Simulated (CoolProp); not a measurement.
R142b along the isotherm 196.85 °C: Z from the reference equation and from simpler models built on Tc = 137.1 °C, pc = 4.055 MPa, ω = 0.232; each cubic takes its own stable root.

The numbers come from the reference Helmholtz-energy equation of state, Lemmon 2006 in CoolProp. It is a short technical equation, of lower accuracy than the large ones.

```csv
p (MPa),phase,reference
0.0321,gas,0.9983
0.0471,gas,0.9975
0.0691,gas,0.9963
0.101,gas,0.9946
0.149,gas,0.9920
0.218,gas,0.9883
0.321,gas,0.9827
0.471,gas,0.9745
0.691,gas,0.9623
1.01,gas,0.9444
1.49,gas,0.9168
2.18,gas,0.8755
3.21,gas,0.8103
4.71,supercritical,0.7069
6.91,supercritical,0.5524
10.1,supercritical,0.4699
```

How far does each simpler model (Redlich-Kwong, Soave-Redlich-Kwong) lie from the reference over these 16 states: mean and median of the absolute difference, and the worst?


- Redlich-Kwong: mean 0.9 %, median 0.2 %, worst +6.9 % at 196.85 °C and 10.1 MPa
- Soave-Redlich-Kwong: mean 1.9 %, median 0.1 %, worst +16.6 % at 196.85 °C and 10.1 MPa
